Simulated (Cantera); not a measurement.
A perfectly stirred reactor is fed with 6.25 % NH₃, 93.8 % N₂, at 2400 Pa; it is held at 2300 K, and followed from long to short residence time.

Computed with Cantera and the gas-phase N/H chemistry of the illustrative SiF4/NH3 mechanism in the Surface Chemkin manual (1991). Walls and surfaces, which speed up NH3 decomposition in real reactors, are not modelled.

x: mole fraction; the columns are a selection and need not sum to one.

```csv
τ (s),x NH₃,x N,x H,x NH₂,x NH
0.76,0.00534,8.59e-6,0.000676,0.000140,2.34e-5
0.46,0.00822,8.95e-6,0.000575,0.000193,2.79e-5
0.28,0.0122,9.26e-6,0.000487,0.000260,3.27e-5
0.17,0.0174,9.40e-6,0.000406,0.000343,3.76e-5
0.10,0.0242,9.25e-6,0.000326,0.000450,4.24e-5
0.060,0.0316,8.68e-6,0.000256,0.000568,4.57e-5
0.036,0.0391,…,0.000195,0.000697,4.72e-5
0.022,0.0457,…,0.000145,0.000828,4.63e-5
0.013,0.0515,…,0.000101,0.000963,4.25e-5
0.0078,0.0556,…,6.68e-5,0.00106,3.61e-5
```

Q: Some entries are withheld; supply them.

A: 
- 0.036, x N: 7.59e-6
- 0.022, x N: 6.08e-6
- 0.013, x N: 4.19e-6
- 0.0078, x N: 2.47e-6
